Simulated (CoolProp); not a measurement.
Dimethyl ether at 298.15 K and 0.394 MPa is compressed adiabatically to 2.88 MPa with isentropic efficiency 0.7. Each further row changes one setting.

Values from CoolProp's reference Helmholtz-energy equation of state, Wu 2011.

| case | work (kJ/kg) | final temperature (K) | final density (kg/m³) |
|---|---|---|---|
| as stated | 150 | 413.6 | 47.9 |
| efficiency 1 | 105 | 393.2 | 53.6 |
| efficiency 0.65 | 162 | 418.9 | 46.7 |
